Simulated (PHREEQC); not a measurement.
Solution (20 °C): 0.076 mol/kgw Cu(BF4)2. Closed to the air; pH follows from the charge balance.

All values are PHREEQC results (ion-association model, wateq4f.dat), not measurements.

Problem. The ionic strength comes out as 0.229 mol/kgw. What activity coefficients do BF3OH-, BF2(OH)2-, F-, BF(OH)3-, Cu+2 get?

Solution. BF3OH- 0.67, BF2(OH)2- 0.67, F- 0.70, BF(OH)3- 0.67, Cu+2 0.32.

This is a speciation only: nothing precipitates in the calculation. Real BF4- forms and hydrolyses slowly; the run takes it at equilibrium.
